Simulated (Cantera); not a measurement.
What does this Cantera script print?

```python
import numpy as np
import cantera as ct

gas_names = """
    Ba BaF BaF2 F F2 N NF NF2 NF3 N2
""".split()
cond_names = """
    Ba(cr) Ba(L) BaF2(a) BaF2(b,c) BaF2(L)
""".split()


# ... load() reads the species with a 1 bar reference pressure and builds the phases ...
atoms = {
    'BaF2': {'Ba': 1, 'F': 2},
    'N2': {'N': 2},
}
top_T = {}  # K; cautious upper limits of use, not melting points


# ... equilibrate(T, P, feed) seeds the gas with the atoms and calls Mixture.equilibrate('TP', solver="vcs", rtol=1e-11, max_steps=5000) ...
results = []
feed = {'BaF2': 1, 'N2': 64}  # mol
T = 1250  # K
P = 1333.22  # Pa
mix = equilibrate(T, P, feed)
results.append((T, P, feed, dict(zip(mix.species_names, mix.species_moles))))
x = sorted(zip(gas.X, gas.species_names), reverse=True)
print(f"T = {T:g} K  P = {P:g} Pa  gas = {mix.phase_moles(0):.4g} mol")
print("   x: " + "  ".join(f"{s} {v:.3e}" for v, s in x if v > 1e-05))
print("   condensed (mol): " + ("  ".join(f"{mix.phase(i).name} {mix.phase_moles(i):.4g}"
      for i in range(1, mix.n_phases) if mix.phase_moles(i) > 1e-12) or "none"))
```

It prints:

```
T = 1250 K  P = 1333.22 Pa  gas = 64 mol
   x: N2 1.000e+00
   condensed (mol): BaF2(a) 0.9996
```

Cantera equilibrium calculation (NASA polynomials, part measured and part estimated; ideal gas, pure solids and liquids).
